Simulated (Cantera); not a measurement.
An isothermal plug-flow reactor at 898 K and 4.93 atm (inlet), inlet velocity 0.17 m/s, active area per volume 91 1/m; feed H₂ : O₂ : N₂ = 0.023 : 0.16 : 0.79 (molar parts).

Cantera simulation using Deutschmann's 1995 Pt surface mechanism with GRI-Mech 3.0 gas chemistry; the numbers are that mechanism's predictions, not measurements. Catalytic surfaces can have several steady states; this one follows from the mechanism file's or the stated starting coverage. Mass transfer to the wall is taken as infinitely fast.

x: gas mole fraction; θ: surface coverage.

```tsv
z (m)	x H₂	x O₂	x H₂O	θ free Pt	θ O*	θ OH*
0.00029	0.00864	0.158	0.0152	0.120	0.873	0.00672
0.00052	0.00549	0.157	0.0184	0.0875	0.906	0.00609
0.00092	?	0.156	0.0208	?	0.928	0.00553
0.0016	0.00139	0.155	0.0225	0.0546	0.940	0.00515
0.0029	0.000380	0.155	0.0235	0.0486	0.946	0.00494
0.0052	4.50e-5	0.154	0.0239	0.0468	0.948	0.00487
0.0092	1.15e-6	0.154	0.0239	0.0466	0.949	0.00486
0.016	?	0.154	0.0239	0.0466	0.949	0.00486
0.029	<1e-12	0.154	0.0239	0.0466	0.949	0.00486
```

**Question.** Complete the blanks.

**Answer.** 
- 0.00092, x H₂: 0.00306
- 0.00092, θ free Pt: 0.0664
- 0.016, x H₂: 2.28e-9
